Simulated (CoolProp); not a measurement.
Properties of ethanol along the isotherm 620 K (Tc = 514.7 K, pc = 62.68 bar, ω = 0.644).

Model: reference Helmholtz-energy equation of state, Schroeder 2014, in CoolProp.

| p (bar) | phase | cp (kJ/(kg K)) | Joule-Thomson coefficient (K/MPa) |
|---|---|---|---|
| 0.991 | gas | 2.405 | 4.301 |
| 1.76 | gas | 2.410 | 4.303 |
| 3.13 | gas | 2.419 | 4.306 |
| 5.57 | gas | 2.435 | 4.313 |
| 9.91 | gas | 2.464 | 4.324 |
| 17.6 | gas | 2.520 | 4.347 |
| 31.3 | gas | 2.629 | 4.393 |
| 55.7 | gas | 2.868 | 4.502 |
| 99.1 | supercritical | 3.530 | 4.669 |
| 176 | supercritical | 4.785 | 2.856 |
| 313 | supercritical | 4.379 | 0.7530 |
